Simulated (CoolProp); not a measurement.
Vapour-liquid equilibrium of propane (1) + cyclohexane (2) at 55.75 °C; x and y are mole fractions of (1).

Values from CoolProp's multi-fluid Helmholtz-energy mixture model, Lemmon 2009 and Zhou 2014; pair parameters Bell 2016.

```csv
x,"bubble pressure, mixture model (kPa)","bubble pressure, Raoult's law (kPa)","y, mixture model","y, Raoult's law"
0.05,144.7,139.4,0.695,0.695
0.15,342.4,328.7,0.875,0.884
0.25,534.6,517.9,0.924,0.935
0.35,719.5,707.2,0.946,0.959
0.45,897.0,896.5,0.959,0.973
0.55,1069,1086,0.969,0.981
0.65,1238,1275,0.976,0.988
0.75,1410,1464,0.982,0.992
0.85,1595,1654,0.988,0.996
0.95,1810,1843,0.996,0.999
```

The largest gap from Raoult's law is +4.2 % in bubble pressure, at x = 0.15. No azeotrope shows between x = 0.05 and 0.95.

The pair parameters rest on a limited set of measurements; away from them the model extrapolates. The gap from Raoult's law changes sign with composition, which may be real or a fault of the pair parameters; it wasn't checked against measurements.
